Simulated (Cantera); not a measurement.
Input: 1 mol C₂H₂, 0.12 mol CO₂, 17 mol N₂, equilibrated at 93.0 Pa.

Equilibrium computed with Cantera from the NASA thermochemical tables; the gas is ideal and each condensed phase is pure. Candidate condensed phases: C, C₆H₆, C₇H₈, C₈H₁₈, H₂O; 136 gas species. The numbers say what is thermodynamically allowed, not how fast it happens.

Question: What share of the C ends up in condensed phases as a function of T (K), at 1373, 1523, 1673, 1823, 1973, 2123, 2273, 2423, 2573, 2723?

Answer: 
```tsv
T (K)	C condensed (%)	as
1373	88.6	C(graphite)
1523	88.4	C(graphite)
1673	88.0	C(graphite)
1823	87.3	C(graphite)
1973	86.1	C(graphite)
2123	84.3	C(graphite)
2273	82.3	C(graphite)
2423	79.9	C(graphite)
2573	71.7	C(graphite)
2723	25.4	C(graphite)
```
